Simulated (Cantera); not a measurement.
Adiabatic ignition

An adiabatic, constant-pressure homogeneous reactor starts with CH₄ : O₂ : N₂ : CO₂ = 1 : 1.43 : 5.37 : 0.17 (molar parts), equivalence ratio 1.4, at 1375 K and 0.840 bar.

Detailed kinetics in Cantera: GRI-Mech 3.0 (53 species, 325 reactions).

```tsv
t (s)	T (K)	x CH₄	x O₂	x H	x NO₂	x CH₂	x HCO
4.00e-6	1375	0.125	0.179	1.10e-9	<1e-12	<1e-12	<1e-12
1.02e-5	1375	0.125	0.179	1.16e-9	<1e-12	<1e-12	<1e-12
2.60e-5	1375	0.125	0.179	1.34e-9	<1e-12	<1e-12	<1e-12
6.62e-5	1375	0.125	0.179	1.89e-9	<1e-12	<1e-12	<1e-12
0.000169	1375	0.125	0.179	4.14e-9	<1e-12	<1e-12	4.83e-12
0.000430	1375	0.125	0.179	1.42e-8	<1e-12	1.06e-11	7.60e-11
0.00110	1376	0.125	0.179	4.34e-8	<1e-12	7.17e-11	1.09e-9
0.00279	1380	0.124	0.179	1.55e-7	<1e-12	2.83e-10	9.67e-9
0.00711	2617	<1e-12	0.00254	0.0131	2.57e-8	<1e-12	1.07e-7
0.0181	2638	<1e-12	0.00182	0.0109	1.54e-7	<1e-12	9.50e-8
0.0462	2638	<1e-12	0.00181	0.0109	1.58e-7	<1e-12	9.50e-8
0.118	2638	<1e-12	0.00181	0.0109	1.58e-7	<1e-12	9.50e-8
0.300	2638	<1e-12	0.00181	0.0109	1.58e-7	<1e-12	9.50e-8
```
x: mole fraction; the columns are a selection and need not sum to one.

```
Property                                                             Value
---------------------------------  ---------------------------------------
time of steepest temperature rise                                  6.54 ms
temperature at 0.300 s                                              2638 K
equilibrium temperature                                             2638 K
x(CH₄) at 0.300 s                    <1e-12 (gas-phase equilibrium <1e-12)
x(O₂) at 0.300 s                   0.00181 (gas-phase equilibrium 0.00181)
x(H) at 0.300 s                      0.0109 (gas-phase equilibrium 0.0109)
```
